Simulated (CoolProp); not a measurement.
n-dodecane along the isobar 1.89 MPa: density (kg/m³) from the reference equation and from simpler models built on Tc = 385.0 °C, pc = 1.818 MPa, ω = 0.574; each cubic takes its own stable root.

Computed with CoolProp (reference Helmholtz-energy equation of state, Lemmon 2004). It is a short technical equation, of lower accuracy than the large ones.

```json
[
 {"T (°C)": "271.35", "phase": "liquid", "reference": "545.5", "van der Waals": "297.7", "Soave-Redlich-Kwong": "449.4", "Peng-Robinson": "508.1"},
 {"T (°C)": "282.15", "phase": "liquid", "reference": "533.7", "van der Waals": "292.1", "Soave-Redlich-Kwong": "438.4", "Peng-Robinson": "495.7"},
 {"T (°C)": "292.85", "phase": "liquid", "reference": "521.3", "van der Waals": "286.3", "Soave-Redlich-Kwong": "426.7", "Peng-Robinson": "482.4"},
 {"T (°C)": "303.65", "phase": "liquid", "reference": "508.1", "van der Waals": "280.0", "Soave-Redlich-Kwong": "413.9", "Peng-Robinson": "467.9"},
 {"T (°C)": "314.45", "phase": "liquid", "reference": "494.0", "van der Waals": "273.2", "Soave-Redlich-Kwong": "400.1", "Peng-Robinson": "452.1"},
 {"T (°C)": "325.25", "phase": "liquid", "reference": "478.7", "van der Waals": "265.9", "Soave-Redlich-Kwong": "385.0", "Peng-Robinson": "434.6"},
 {"T (°C)": "336.05", "phase": "liquid", "reference": "462.0", "van der Waals": "257.8", "Soave-Redlich-Kwong": "368.1", "Peng-Robinson": "415.1"},
 {"T (°C)": "346.85", "phase": "liquid", "reference": "443.3", "van der Waals": "248.7", "Soave-Redlich-Kwong": "349.0", "Peng-Robinson": "392.9"}
]
```
